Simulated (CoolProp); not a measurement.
A single-stage vapour-compression cycle with vinyl chloride: evaporating at 241.15 K (dew point), condensing at 293.15 K (bubble point), superheat 5 K, subcooling 8 K, compressor efficiency 0.85, no pressure losses. Each further row changes one setting.

Computed with CoolProp (reference Helmholtz-energy equation of state, Thol 2022).

| case | cooling COP | pressure ratio | discharge temperature (K) | refrigerating effect (kJ/kg) | volumetric capacity (kJ/m³) |
|---|---|---|---|---|---|
| as stated | 3.42 | 7.52 | 354.9 | 308 | 431 |
| evaporating temperature 246.15 K | 3.94 | 5.93 | 347.4 | (withheld) | 543 |
| condensing temperature 288.15 K | 3.85 | 6.42 | (withheld) | 316 | 441 |
| subcooling 13 K | 3.51 | 7.52 | 354.9 | 316 | 441 |
| superheat 15 K | 3.38 | 7.52 | 366.1 | 316 | 424 |
| compressor efficiency 0.75 | 3.02 | 7.52 | (withheld) | 308 | 431 |

Q: Some entries are withheld; supply them.

A: 
- evaporating temperature 246.15 K, refrigerating effect (kJ/kg): 312
- condensing temperature 288.15 K, discharge temperature (K): 345.9
- compressor efficiency 0.75, discharge temperature (K): 366.8
